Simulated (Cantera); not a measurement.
**N2O furnace oxynitridation**

An isothermal, constant-pressure homogeneous reactor starts with N2O : N2 = 1 : 1.1 (molar parts), at 1200 K and 20.0 Torr.

Model: GRI-Mech 3.0 (53 species, 325 reactions), integrated in Cantera. GRI-Mech 3.0 was tuned for natural gas; its chemistry of N2O as a main component is partial and can be far from experiment. Radical loss at walls, strong at low pressure, is not modelled. The mechanism lacks the step 2 NO + O2 → 2 NO2, which can matter for NO2 below about 1400 K. The temperature is held fixed by assumption; the heat of reaction is taken as removed at once.

| t (s) | x N2O | x O | x NO | x NO2 | x O2 | x N2 |
|---|---|---|---|---|---|---|
| 3.00e-6 | 0.476 | 1.17e-8 | 7.89e-12 | <1e-12 | 3.37e-11 | 0.524 |
| 2.54e-5 | 0.476 | 9.69e-8 | 5.60e-10 | <1e-12 | 2.39e-9 | 0.524 |
| 0.000216 | 0.476 | 6.76e-7 | 3.52e-8 | <1e-12 | 1.50e-7 | 0.524 |
| 0.00183 | 0.476 | 1.79e-6 | 1.12e-6 | <1e-12 | 4.80e-6 | 0.524 |
| 0.0155 | 0.476 | 1.83e-6 | 1.23e-5 | 5.79e-11 | 5.26e-5 | 0.524 |
| 0.131 | 0.475 | 1.83e-6 | 0.000107 | 4.05e-9 | 0.000458 | 0.525 |
| 1.11 | 0.466 | 1.83e-6 | 0.000901 | 1.67e-7 | 0.00385 | 0.530 |
| 9.44 | 0.394 | 1.83e-6 | 0.00693 | 2.06e-6 | 0.0296 | 0.569 |
| 80.0 | 0.110 | 1.76e-6 | 0.0308 | 1.13e-5 | 0.132 | 0.727 |
x: mole fraction; the columns are a selection and need not sum to one.

Equilibrium at this temperature and pressure: N2O 2.21e-9, O 6.77e-8, NO 0.000190, NO2 5.01e-7, O2 0.192, N2 0.808 (gas phase only).
